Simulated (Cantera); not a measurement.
**Fe2O3 + O2 + CO2 + H2S (roasting and sulfation)**

Feed: 1 mol Fe2O3, 0.16 mol O2, 2.1 mol CO2, 1.3 mol H2S, at 10.0 Torr.

Method: chemical equilibrium by Gibbs-energy minimisation in Cantera with the NASA 1993 tables (ideal gas, pure condensed phases). Candidate condensed phases: C, C6H6, C7H8, C8H18, Fe, Fe(CO)5, FeO, Fe(OH)2, Fe(OH)3, FeS, FeSO4, FeS2, Fe2O3, Fe2(SO4)3, Fe3O4, H2O, H2SO4, S; 127 gas species. Metal and sulfide melt together well below either melting point, which pure phases cannot show. Mutual solubility and eutectic melting of coexisting phases are not modelled. The tables' stoichiometric FeO is somewhat more stable than real wüstite, so its field is too wide. FeO, FeS: taken at fixed stoichiometry. Gases not in the tables: S3 to S7. Rates play no part.

From 1000 K to 1150 K the condensed part is FeS(s) + Fe3O4(s). From 1225 K to 1375 K the condensed part is FeO(s) + FeS(s). From 1450 K to 1600 K the condensed part is FeO(s). From 1675 K to 1825 K the condensed part is FeO(l).

```
T (K)  x CO2  x H2O     x CO   x SO2     x S2     x H2      x SO  n FeS(s)  n Fe3O4(s)  n FeO(s)  n FeO(l)
-----  -----  -----  -------  ------  -------  -------  --------  --------  ----------  --------  --------
1000   0.558  0.340  0.00357  0.0823  0.00788  0.00313   1.66e-5     0.915       0.362         0         0
1075   0.551  0.336  0.00900  0.0819   0.0110  0.00591   4.98e-5     0.891       0.370         0         0
1150   0.537  0.330   0.0197  0.0828   0.0148   0.0102  0.000131     0.855       0.382         0         0
1225   0.497  0.310   0.0350   0.110   0.0266   0.0149  0.000381     0.630           0      1.37         0
1300   0.457  0.293   0.0650   0.109   0.0439   0.0237  0.000854     0.474           0      1.53         0
1375   0.401  0.272    0.107   0.106   0.0680   0.0350   0.00174     0.249           0      1.75         0
1450   0.338  0.249    0.154   0.105   0.0924   0.0476   0.00324         0           0      2.00         0
1525   0.301  0.240    0.185   0.123   0.0819   0.0548   0.00555         0           0      2.00         0
1600   0.266  0.231    0.215   0.139   0.0711   0.0619   0.00892         0           0      2.00         0
1675   0.234  0.222    0.241   0.153   0.0605   0.0688    0.0135         0           0         0      2.00
1750   0.206  0.212    0.265   0.164   0.0502   0.0753    0.0194         0           0         0      2.00
1825   0.182  0.204    0.284   0.173   0.0404   0.0812    0.0267         0           0         0      2.00
```
x: gas mole fraction; n: condensed amount in mol.
